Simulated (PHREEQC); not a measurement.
A solution holds 0.0031 mol HF, 0.00013 mol NH4F and 0.019 mol H2SiF6 per kg of water, at 20 °C. Closed to the air; pH follows from the charge balance.

Model: ion-association model, phreeqc.dat, run in PHREEQC.

Each row changes one thing in this solution. Precipitation was switched off in this run.

```csv
case,pH,ionic strength (mol/kgw),F- (mol/kgw)
as made,1.50,0.0557,0.000172
H2SiF6 replaced by Na2SiO3 at the same molality,12.22,0.0402,0.00318
temperature from 20 to 40 °C,1.52,0.0538,0.000206
0.0096 mol/kgw Na2S added,1.81,0.0563,0.000293
H2SiF6 replaced by NaBF4 at the same molality,2.79,0.0209,0.00258
temperature from 20 to 30 °C,1.51,0.0549,0.000188
HF from 0.0031 to 0.00341 mol/kgw,1.50,0.0558,0.000175
0.0041 mol/kgw NH3 added,1.55,0.0558,0.000188
diluted 100-fold with water,3.21,0.000641,0.000629
```

Some of these states are supersaturated (in Quartz (slow to form), Chalcedony (slow to form), for instance). Away from 25 °C the constants follow the database's enthalpies or fits; those with neither stay at their 25 °C values. SiF6-2 is the database's only silicon fluoride.
